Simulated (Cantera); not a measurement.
Mixture: CH4 : CO : O2 : N2 : CO2 = 1 : 0.098 : 3.94 : 14.8 : 0.023 (molar parts), at 12.0 bar, adiabatic and at constant pressure. Ignition delay is the time to a rise of 400 K.

Detailed kinetics in Cantera: GRI-Mech 3.0 (53 species, 325 reactions). The pressure lies above the range GRI-Mech 3.0 was tuned for (to about 10 atm).

**Question.** Predict: delay at 1250 K; delay at 1325 K; delay at 1400 K; delay at 1475 K; delay at 1550 K; delay at 1625 K; apparent activation energy between 1475 and 1625 K.

**Answer.** 
| Item | Result |
|---|---|
| delay at 1250 K | 1.73 ms |
| delay at 1325 K | 0.731 ms |
| delay at 1400 K | 0.333 ms |
| delay at 1475 K | 0.161 ms |
| delay at 1550 K | 82.7 µs |
| delay at 1625 K | 44.7 µs |
| apparent activation energy between 1475 and 1625 K | 170 kJ/mol |
